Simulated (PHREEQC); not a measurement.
Solution (9 °C): 0.026 mol NH3 and 0.0066 mol BaCl2 per kg of water. Closed to the air; pH follows from the charge balance.

Computed with PHREEQC (ion-association model, phreeqc.dat).

**Question.** The ionic strength comes out as 0.0205 mol/kgw. What activity coefficients do BaOH+, Cl-, Ba+2, OH-, NH4+ get?

**Answer.** BaOH+ 0.87, Cl- 0.87, Ba+2 0.58, OH- 0.87, NH4+ 0.86.

Precipitation was switched off in this run. Complexes and solids missing from the database can't appear. Away from 25 °C the constants follow the database's enthalpies or fits; those with neither stay at their 25 °C values.
